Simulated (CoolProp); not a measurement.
Vapour-liquid equilibrium of propane (1) + sulfur dioxide (2) at 311.3 K; x and y are mole fractions of (1).

The numbers come from the multi-fluid Helmholtz-energy mixture model, Lemmon 2009 and Gao 2016; pair parameters Bell 2016 in CoolProp.

### Question
Give the bubble pressure and the first vapour's composition at x = 0.05, 0.45, 0.95. Is there an azeotrope?

### Answer
x = 0.05: 975.6 kPa, y = 0.384; x = 0.45: 1491 kPa, y = 0.622; x = 0.95: 1387 kPa, y = 0.914. y crosses x between x = 0.65 and 0.75: the model has an azeotrope there.

Pair parameters are fitted to limited data, so mixtures are less certain than the pure fluids. With so large a gap from Raoult's law the liquid may split in two, which this calculation doesn't test in full.
